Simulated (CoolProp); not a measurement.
Saturation properties of octamethylcyclotetrasiloxane (D4).

The numbers come from the reference Helmholtz-energy equation of state, Thol 2015 in CoolProp.

```csv
T (K),p (kPa),enthalpy of vaporisation (kJ/kg),vapour Z
358.4,4.604,163.8,0.9926
379.1,11.11,156.6,0.9853
399.9,23.89,149.2,0.9736
420.6,46.40,141.7,0.9567
441.3,83.21,133.9,0.9334
462.1,140.0,125.5,0.9026
482.8,222.5,116.5,0.8633
503.5,338.0,106.5,0.8139
524.3,495.8,94.94,0.7514
545,704.5,80.92,0.6716
565.7,978.7,61.80,0.5615
```

It boils at 448.9 K under 1 atm.
